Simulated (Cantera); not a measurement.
A perfectly stirred reactor is fed with CH₄ : N₂ = 1 : 160 (molar parts), at 750 Torr; it is held at 1800 K, and followed from long to short residence time.

Model: GRI-Mech 3.0 (53 species, 325 reactions), integrated in Cantera. GRI-Mech 3.0 stops at C3 and has no aromatics, soot or wall deposition, so with more carbon than oxygen in the feed, carbon stays in small species such as C2H2 where larger ones or solid carbon would form.

Q: What does this change do: temperature 1800 to 1500 K?

A: 
| quantity | before | after |
|---|---|---|
| x(CH₄) at τ = 8.70 s | 9.19e-5 | 0.00175 |
| x(CH₂) at τ = 8.70 s | 2.82e-8 | 1.03e-9 |
| x(HCN) at τ = 8.70 s | 0.000349 | 1.75e-7 |
| x(C₂H₂) at τ = 8.70 s | 0.00286 | 0.00220 |
| x(C₂H₄) at τ = 8.70 s | 7.50e-7 | 1.15e-5 |
| x(CH₄) at τ = 0.190 s | 0.000644 | 0.00508 |
| x(CH₂) at τ = 0.190 s | 1.71e-7 | 4.59e-9 |
| x(HCN) at τ = 0.190 s | 4.21e-5 | 6.76e-9 |
| x(C₂H₂) at τ = 0.190 s | 0.00271 | 0.000433 |
| x(C₂H₄) at τ = 0.190 s | 7.34e-6 | 0.000101 |

Q: What does this change do: pressure from 750 Torr to 100.0 Torr?

A: 
```json
[
 {"quantity": "x(CH₄) at τ = 8.70 s", "before": "9.19e-5", "after": "9.90e-5"},
 {"quantity": "x(CH₂) at τ = 8.70 s", "before": "2.82e-8", "after": "1.54e-7"},
 {"quantity": "x(HCN) at τ = 8.70 s", "before": "0.000349", "after": "0.000602"},
 {"quantity": "x(C₂H₂) at τ = 8.70 s", "before": "0.00286", "after": "0.00273"},
 {"quantity": "x(C₂H₄) at τ = 8.70 s", "before": "7.50e-7", "after": "5.16e-7"},
 {"quantity": "x(CH₄) at τ = 0.190 s", "before": "0.000644", "after": "0.00107"},
 {"quantity": "x(CH₂) at τ = 0.190 s", "before": "1.71e-7", "after": "6.33e-7"},
 {"quantity": "x(HCN) at τ = 0.190 s", "before": "4.21e-5", "after": "3.29e-5"},
 {"quantity": "x(C₂H₂) at τ = 0.190 s", "before": "0.00271", "after": "0.00245"},
 {"quantity": "x(C₂H₄) at τ = 0.190 s", "before": "7.34e-6", "after": "2.59e-5"}
]
```

Q: What does this change do: N2 160 to 52 parts?

A: 
```tsv
quantity	before	after
x(CH₄) at τ = 8.70 s	9.19e-5	0.000290
x(CH₂) at τ = 8.70 s	2.82e-8	3.02e-8
x(HCN) at τ = 8.70 s	0.000349	0.000216
x(C₂H₂) at τ = 8.70 s	0.00286	0.00900
x(C₂H₄) at τ = 8.70 s	7.50e-7	6.02e-6
x(CH₄) at τ = 0.190 s	0.000644	0.00195
x(CH₂) at τ = 0.190 s	1.71e-7	1.83e-7
x(HCN) at τ = 0.190 s	4.21e-5	2.43e-5
x(C₂H₂) at τ = 0.190 s	0.00271	0.00823
x(C₂H₄) at τ = 0.190 s	7.34e-6	1.91e-5
```
